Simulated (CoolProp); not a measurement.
Aqueous propylene glycol as a coolant, 25 % by mass, freezing at -9.8 °C, 1 atm.

Model: Melinder's fits for secondary coolants, in CoolProp.

```tsv
T (°C)	viscosity (mPa s)	density (kg/m³)	conductivity (W/(m K))	Prandtl number
-1.5	5.92	1026	0.448	51.1
7	___	1024	0.456	34.4
15.5	2.87	1021	___	24.2
24	2.14	1018	0.471	17.8
32.5	___	1014	0.479	13.6
```

Task: Complete the blanks.

Result: 
- 7, viscosity (mPa s): 4.03
- 15.5, conductivity (W/(m K)): 0.464
- 32.5, viscosity (mPa s): 1.65
